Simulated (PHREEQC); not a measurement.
1 kg of water holding 0.074 mol/kgw KCl, 0.38 mol/kgw Na2SO4 and 0.0011 mol/kgw Na2B4O7 is evaporated at 20 °C; the solids stay in contact with the brine. CO2 from the air is kept out. The run lets Arcanite, Glaserite, Halite, Mirabilite, Misenite, Sylvite, Thenardite, Borax, Boric_acid,s, KB5O8:4H2O, K2B4O7:4H2O, NaBO2:4H2O, NaB5O8:5H2O, Teepleite precipitate or redissolve, and no other solid.

All values are PHREEQC results (Pitzer model, pitzer.dat), not measurements.

| water left (kg) | ionic strength | water activity | Thenardite (mol) | Mirabilite (mol) | Glaserite (mol) | Borax (mol) |
|---|---|---|---|---|---|---|
| 1 | 1.22 | 0.983 | 0 | 0 | 0 | 0 |
| 0.6755 | 1.80 | 0.976 | 0 | 0 | 0 | 0 |
| 0.4563 | 2.67 | 0.966 | 0 | 0 | 0 | 0 |
| 0.3082 | 3.95 | 0.951 | 0 | 0 | 0 | 0 |
| 0.1935 | 5.02 | 0.937 | 0 | 0.0817 | 0 | 0 |
| 0.1036 | 5.78 | 0.920 | 0 | 0.206 | 0 | 0 |
| 0.04264 | 6.75 | 0.881 | 0 | 0.291 | 0.00934 | 0 |
| 0.01625 | 8.77 | 0.761 | 0.0523 | 0.266 | 0.0197 | 0.000135 |
| 0.01625 | 8.77 | 0.761 | 0.168 | 0.151 | 0.0197 | 0.000135 |
| 0.01625 | 8.77 | 0.761 | 0.246 | 0.0726 | 0.0197 | 0.000135 |
| 0.01625 | 8.77 | 0.761 | 0.299 | 0.0198 | 0.0197 | 0.000135 |
| 0.01339 | 8.64 | 0.733 | 0.326 | 0 | 0.0202 | 0.000324 |

Mirabilite from water left = 0.1935 kg (pH 8.80), last present at water left = 0.01625 kg; Glaserite from water left = 0.04264 kg (pH 8.74); Borax from water left = 0.01625 kg (pH 8.49); Thenardite from water left = 0.01625 kg (pH 8.49).
